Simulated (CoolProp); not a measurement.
Vapour-liquid equilibrium of CH2F2 (R32) (1) + R123 (2) at 269.7 K; x and y are mole fractions of (1).

Model: multi-fluid Helmholtz-energy mixture model, Tillner-Roth 1997 and Younglove 1994; pair parameters Bell 2016, in CoolProp.

**Question.** Give the bubble pressure and the first vapour's composition at x = 0.55, 0.65, 0.95. Is there an azeotrope?

**Answer.** x = 0.55: 453.9 kPa, y = 0.960; x = 0.65: 509.0 kPa, y = 0.969; x = 0.95: 689.8 kPa, y = 0.995. No azeotrope shows between x = 0.05 and 0.95.

The pair parameters rest on a limited set of measurements; away from them the model extrapolates.
